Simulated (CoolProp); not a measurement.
Chloromethane (R40) along the isotherm 444.5 K: density (kg/m³) from the reference equation and from simpler models built on Tc = 418.6 K, pc = 69.29 bar, ω = 0.150; each cubic takes its own stable root.

Computed with CoolProp (reference Helmholtz-energy equation of state, Thol 2014).

```tsv
p (bar)	phase	reference
2.31	gas	3.188
4.62	gas	6.442
6.93	gas	9.766
9.24	gas	13.16
11.5	gas	16.56
13.9	gas	20.25
16.2	gas	23.88
18.5	gas	27.59
20.8	gas	31.40
23.1	gas	35.30
25.4	gas	39.32
27.7	gas	43.44
30	gas	47.68
32.3	gas	52.05
34.6	gas	56.56
```

Task: How far does each simpler model (Redlich-Kwong, Soave-Redlich-Kwong) lie from the reference over these 15 states: mean and median of the absolute difference, and the worst?

Result: 
- Redlich-Kwong: mean 0.4 %, median 0.4 %, worst -0.8 % at 444.5 K and 34.6 bar
- Soave-Redlich-Kwong: mean 0.6 %, median 0.6 %, worst -1.3 % at 444.5 K and 34.6 bar
